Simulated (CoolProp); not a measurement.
Model: reference Helmholtz-energy equation of state, Lemmon 2006, in CoolProp. It is a short technical equation, of lower accuracy than the large ones.

Task: For carbonyl sulfide, give the phase and the Z, cp (kJ/(kg K)), Joule-Thomson coefficient (K/MPa), fugacity coefficient at 1.45 °C and 3.18 MPa; 1.45 °C and 7.96 MPa; 1.45 °C and 11.1 MPa.

Result: 
- 1.45 °C and 3.18 MPa: liquid; Z 0.0788, cp 1.26, Joule-Thomson coefficient -0.260, fugacity coefficient 0.205
- 1.45 °C and 7.96 MPa: liquid; Z 0.195, cp 1.24, Joule-Thomson coefficient -0.299, fugacity coefficient 0.0923
- 1.45 °C and 11.1 MPa: liquid; Z 0.270, cp 1.23, Joule-Thomson coefficient -0.320, fugacity coefficient 0.0715
